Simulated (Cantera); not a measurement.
Adiabatic ignition

An adiabatic, constant-pressure homogeneous reactor starts with C₂H₄ : O₂ : N₂ : H₂O = 1 : 2.73 : 10.3 : 2.8 (molar parts), at 1525 K and 0.930 bar.

Detailed kinetics in Cantera: GRI-Mech 3.0 (53 species, 325 reactions). GRI-Mech 3.0 was tuned for natural gas; its chemistry of ethylene as a main component is partial and can be far from experiment.

```json
[
 {"t (s)": "5.00e-6", "T (K)": "1525", "x C₂H₄": "0.0594", "x O₂": "0.162", "x H₂O": "0.166", "x NO": "<1e-12", "x H₂O₂": "1.49e-9", "x CH₃": "1.88e-7"},
 {"t (s)": "1.62e-5", "T (K)": "1525", "x C₂H₄": "0.0590", "x O₂": "0.162", "x H₂O": "0.166", "x NO": "1.33e-12", "x H₂O₂": "1.48e-6", "x CH₃": "0.000110"},
 {"t (s)": "5.22e-5", "T (K)": "2359", "x C₂H₄": "<1e-12", "x O₂": "0.0261", "x H₂O": "0.205", "x NO": "3.83e-5", "x H₂O₂": "2.32e-7", "x CH₃": "<1e-12"},
 {"t (s)": "0.000169", "T (K)": "2564", "x C₂H₄": "<1e-12", "x O₂": "0.0201", "x H₂O": "0.221", "x NO": "0.000191", "x H₂O₂": "2.24e-7", "x CH₃": "<1e-12"},
 {"t (s)": "0.000545", "T (K)": "2675", "x C₂H₄": "<1e-12", "x O₂": "0.0163", "x H₂O": "0.230", "x NO": "0.000856", "x H₂O₂": "2.82e-7", "x CH₃": "<1e-12"},
 {"t (s)": "0.00176", "T (K)": "2677", "x C₂H₄": "<1e-12", "x O₂": "0.0154", "x H₂O": "0.231", "x NO": "0.00280", "x H₂O₂": "2.78e-7", "x CH₃": "<1e-12"},
 {"t (s)": "0.00568", "T (K)": "2672", "x C₂H₄": "<1e-12", "x O₂": "0.0144", "x H₂O": "0.231", "x NO": "0.00590", "x H₂O₂": "2.66e-7", "x CH₃": "<1e-12"},
 {"t (s)": "0.0184", "T (K)": "2670", "x C₂H₄": "<1e-12", "x O₂": "0.0141", "x H₂O": "0.231", "x NO": "0.00677", "x H₂O₂": "2.63e-7", "x CH₃": "<1e-12"},
 {"t (s)": "0.0593", "T (K)": "2670", "x C₂H₄": "<1e-12", "x O₂": "0.0141", "x H₂O": "0.231", "x NO": "0.00678", "x H₂O₂": "2.63e-7", "x CH₃": "<1e-12"},
 {"t (s)": "0.192", "T (K)": "2670", "x C₂H₄": "<1e-12", "x O₂": "0.0141", "x H₂O": "0.231", "x NO": "0.00678", "x H₂O₂": "2.63e-7", "x CH₃": "<1e-12"},
 {"t (s)": "0.619", "T (K)": "2670", "x C₂H₄": "<1e-12", "x O₂": "0.0141", "x H₂O": "0.231", "x NO": "0.00678", "x H₂O₂": "2.63e-7", "x CH₃": "<1e-12"},
 {"t (s)": "2.00", "T (K)": "2670", "x C₂H₄": "<1e-12", "x O₂": "0.0141", "x H₂O": "0.231", "x NO": "0.00678", "x H₂O₂": "2.63e-7", "x CH₃": "<1e-12"}
]
```
x: mole fraction; the columns are a selection and need not sum to one.

* **time of steepest temperature rise**: 31.1 µs
* **temperature at 2.00 s**: 2670 K
* **equilibrium temperature**: 2670 K
* **x(C₂H₄) at 2.00 s**: <1e-12 (gas-phase equilibrium <1e-12)
* **x(O₂) at 2.00 s**: 0.0141 (gas-phase equilibrium 0.0141)
* **x(H₂O) at 2.00 s**: 0.231 (gas-phase equilibrium 0.231)
